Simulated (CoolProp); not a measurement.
A single-stage vapour-compression cycle with R125: evaporating at 205.15 K (dew point), condensing at 259.15 K (bubble point), superheat 8 K, subcooling 0 K, compressor efficiency 0.9, no pressure losses. Each further row changes one setting.

Computed with CoolProp (reference Helmholtz-energy equation of state, Lemmon 2005).

```json
[
 {"case": "as stated", "cooling COP": "2.62", "pressure ratio": "12.3", "discharge temperature (K)": "283.9", "refrigerating effect (kJ/kg)": "118", "volumetric capacity (kJ/m³)": "278"},
 {"case": "evaporating temperature 210.15 K", "cooling COP": "3.04", "pressure ratio": "9.16", "discharge temperature (K)": "281.1", "refrigerating effect (kJ/kg)": "121", "volumetric capacity (kJ/m³)": "376"},
 {"case": "condensing temperature 254.15 K", "cooling COP": "2.98", "pressure ratio": "10.3", "discharge temperature (K)": "278.3", "refrigerating effect (kJ/kg)": "124", "volumetric capacity (kJ/m³)": "292"},
 {"case": "subcooling 5 K", "cooling COP": "2.75", "pressure ratio": "12.3", "discharge temperature (K)": "283.9", "refrigerating effect (kJ/kg)": "124", "volumetric capacity (kJ/m³)": "292"},
 {"case": "superheat 18 K", "cooling COP": "2.63", "pressure ratio": "12.3", "discharge temperature (K)": "294.6", "refrigerating effect (kJ/kg)": "125", "volumetric capacity (kJ/m³)": "279"},
 {"case": "compressor efficiency 0.8", "cooling COP": "2.33", "pressure ratio": "12.3", "discharge temperature (K)": "290.8", "refrigerating effect (kJ/kg)": "118", "volumetric capacity (kJ/m³)": "278"}
]
```
